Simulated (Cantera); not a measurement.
Feed: 1 mol FeCl2, 2.2 mol H2O, 5.1 mol N2, at 1200 K and 1.00 bar.

Method: chemical equilibrium by Gibbs-energy minimisation in Cantera with the NASA 1993 tables (ideal gas, pure condensed phases). Candidate condensed phases: Fe, FeCl2, FeCl3, FeO, Fe(OH)2, Fe(OH)3, Fe2O3, Fe3O4, H2O, NH4Cl; 37 gas species. Mutual solubility and eutectic melting of coexisting phases are not modelled. The tables' stoichiometric FeO is somewhat more stable than real wüstite, so its field is too wide. FeO: taken at fixed stoichiometry. Rates play no part.

Base state: N2 0.615, HCl 0.192, H2O 0.163, FeCl2 0.0236, H2 0.00642, Fe2Cl4 0.000367, FeCl3 6.30e-5 (mole fractions); condensed: FeO(s) + Fe3O4(s).

What changes in the equilibrium state with this change: temperature from 1200 K to 1373 K?


| species | before | after |
|---|---|---|
| N2 | 0.615 | 0.615 |
| H2O | 0.163 | 0.176 |
| HCl | 0.192 | 0.170 |
| FeCl2 | 0.0236 | 0.0350 |
| Fe2Cl4 | 0.000367 | 0.000136 |
| H2 | 0.00642 | 0.00445 |
| FeCl3 | 6.30e-5 | 8.19e-5 |
| FeO(s), mol | 0.638 | 0.597 |
| Fe3O4(s), mol | 0.0530 | 0.0365 |

What changes in the equilibrium state with this change: temperature from 1200 K to 2173 K?


```tsv
species	before	after
N2	0.615	0.611
H2O	0.163	0.193
HCl	0.192	0.127
FeCl2	0.0236	0.0534
O2	<1e-9	0.000926
NO	<1e-9	0.000694
OH	3.20e-9	0.00160
O	<1e-9	6.92e-5
Fe	<1e-9	3.27e-5
FeO(s), mol	0.638	0
Fe3O4(s), mol	0.0530	0
FeO(l), mol	0	0.552
```

What changes in the equilibrium state with this change: H2O from 2.2 to 1 mol?


| species | before | after |
|---|---|---|
| N2 | 0.615 | 0.720 |
| HCl | 0.192 | 0.168 |
| H2O | 0.163 | 0.0551 |
| FeCl2 | 0.0236 | 0.0532 |
| Fe2Cl4 | 0.000367 | 0.00186 |
| FeCl3 | 6.30e-5 | 0.000213 |
| H2 | 0.00642 | 0.00217 |
| FeO(s), mol | 0.638 | 0.551 |
| Fe3O4(s), mol | 0.0530 | 0.0146 |
